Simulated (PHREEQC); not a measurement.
City or well water: an equilibrium model

A made-up water analysis in mmol/kgw, 25 °C, pH 7.46, pe 11.1: Na 2.4; K 0.368; Ca 0.188; Mg 0.441; Cl 2.96; S(6) 0.0995; Alkalinity (meq/kgw) 0.847; N(5) 0.034.

Valence states are taken as typed.

The numbers come from PHREEQC with the ion-association model, phreeqc.dat.

Precipitation was switched off in this run.

Question: What specific conductance, charge-balance error does the model give?

Answer: specific conductance 466 µS/cm; charge-balance error -0.2 %.

Question: In which forms is S present?

Answer: SO4-2 92 %, MgSO4 5.2 %, CaSO4 1.7 %, NaSO4- 0.8 % of the S.
